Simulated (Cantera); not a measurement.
A closed system holds: 1 mol SiHCl3, a varied amount of H2, equilibrated at 948 K and 750 Torr.

Equilibrium computed with Cantera from the NASA thermochemical tables; the gas is ideal and each condensed phase is pure. Candidate condensed phases: Si; 19 gas species. The tables' values for SiCl3 are old estimates; treat these amounts as uncertain. Rates play no part.

x: gas mole fraction; n: condensed amount in mol.

```tsv
n(H2) (mol)	x H2	x SiHCl3	x SiCl4	x HCl	x SiH2Cl2	x SiCl3	n Si(s)
47	0.979	0.00852	0.00763	0.00395	0.000963	7.40e-5	0.169
180	0.993	0.00243	0.00142	0.00261	0.000422	2.10e-5	0.215
310	0.995	___	___	___	___	1.19e-5	___
440	0.997	0.000937	0.000397	0.00190	0.000224	8.06e-6	0.301
570	0.997	0.000690	0.000264	0.00172	0.000182	5.94e-6	0.337
700	0.998	___	___	0.00158	___	4.60e-6	___
830	0.998	0.000429	0.000140	0.00147	0.000133	3.69e-6	0.402
```

Some entries are withheld; supply them.


- 700, x SiHCl3: 0.000535
- 700, x SiCl4: 0.000188
- 700, x SiH2Cl2: 0.000154
- 700, n Si(s): 0.371
- 310, x SiHCl3: 0.00138
- 310, x SiCl4: 0.000669
- 310, x HCl: 0.00217
- 310, x SiH2Cl2: 0.000290
- 310, n Si(s): 0.260
